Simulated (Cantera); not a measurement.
An isothermal, constant-pressure homogeneous reactor starts with CH4 : H2O = 1 : 0.78 (molar parts), at 1348 K and 1.00 bar. Integrator tolerance rtol = 1e-08.

Detailed kinetics in Cantera: GRI-Mech 3.0 (53 species, 325 reactions).

Task: What does this change do: pressure from 1.00 bar to 128 Torr?

Result: 
| quantity | before | after |
|---|---|---|
| x(CH4) at 3.00 s | 0.443 (gas-phase equilibrium 0.0640) | 0.517 (gas-phase equilibrium 0.0469) |
| x(H2O) at 3.00 s | 0.406 (gas-phase equilibrium 4.18e-5) | 0.426 (gas-phase equilibrium 1.71e-6) |
| x(CH2) at 3.00 s | 1.38e-10 (gas-phase equilibrium 6.52e-12) | 3.40e-10 (gas-phase equilibrium 2.76e-11) |
| x(O) at 3.00 s | <1e-12 (gas-phase equilibrium <1e-12) | <1e-12 (gas-phase equilibrium <1e-12) |
| x(CO) at 3.00 s | 0.000610 (gas-phase equilibrium 0.233) | 0.000101 (gas-phase equilibrium 0.230) |
